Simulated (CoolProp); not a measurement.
A closed Brayton cycle with carbon dioxide: compressor inlet 320.15 K and 8.6 MPa, high pressure 20.7 MPa, turbine inlet 825 K, compressor efficiency 0.85, turbine efficiency 0.9, recuperator effectiveness 0 (on enthalpy, no pinch check). Each further row changes one setting.

Computed with CoolProp (reference Helmholtz-energy equation of state, Span 1996).

| case | thermal efficiency (%) | net work (kJ/kg) | compressor to turbine work | compressor exit (K) | turbine exit (K) |
|---|---|---|---|---|---|
| as stated | 13.2 | 77.4 | 0.33 | 386.6 | 719.6 |
| turbine inlet 775 K | 13.3 | 69.4 | [?] | 386.6 | 673.4 |
| compressor inlet 330.15 K | 12.8 | 70.3 | [?] | 404.9 | 719.6 |
| high pressure 17.6 MPa | [?] | 65.6 | 0.32 | 374.1 | [?] |
| recuperator effectiveness 0.5 | 19.8 | 77.4 | 0.33 | 386.6 | 719.6 |

**Question.** Some entries are withheld; supply them.

**Answer.** 
- turbine inlet 775 K, compressor to turbine work: 0.36
- compressor inlet 330.15 K, compressor to turbine work: 0.39
- high pressure 17.6 MPa, thermal efficiency (%): 11.0
- high pressure 17.6 MPa, turbine exit (K): 738.6
